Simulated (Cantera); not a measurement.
A perfectly stirred reactor is fed with 25.1 % H₂, 32.6 % O₂, 42.3 % N₂, equivalence ratio 0.39, at 0.133 bar; it is held at 1123 K, and followed from long to short residence time.

Model: the H2/O2 subset of GRI-Mech 3.0, which has no nitrogen chemistry, integrated in Cantera. The temperature is held fixed by assumption; the heat of reaction is taken as removed at once.

x: mole fraction; the columns are a selection and need not sum to one.

```
τ (s)   x H₂   x O₂  x H₂O    x HO₂       x H
------  ----  -----  -----  -------  --------
0.79       …  0.229  0.286  1.15e-5   2.07e-5
0.50       …  0.229  0.286  1.42e-5   3.28e-5
0.31       …  0.229  0.285  1.73e-5   5.29e-5
0.20       …  0.229  0.285  2.04e-5   8.19e-5
0.12       …  0.229  0.284  2.43e-5  0.000136
0.079      …  0.229  0.284  2.76e-5  0.000207
0.050      …  0.229  0.283  3.12e-5  0.000326
0.031      …  0.230  0.282  3.49e-5  0.000524
0.020      …  0.230  0.280  3.81e-5  0.000807
0.012      …  0.230  0.278  4.14e-5   0.00133
0.0078     …  0.230  0.275  4.39e-5   0.00203
```

### Question
Some entries are withheld; supply them.

### Answer

- 0.79, x H₂: 0.000475
- 0.50, x H₂: 0.000640
- 0.31, x H₂: 0.000870
- 0.20, x H₂: 0.00115
- 0.12, x H₂: 0.00158
- 0.079, x H₂: 0.00205
- 0.050, x H₂: 0.00270
- 0.031, x H₂: 0.00359
- 0.020, x H₂: 0.00465
- 0.012, x H₂: 0.00625
- 0.0078, x H₂: 0.00799
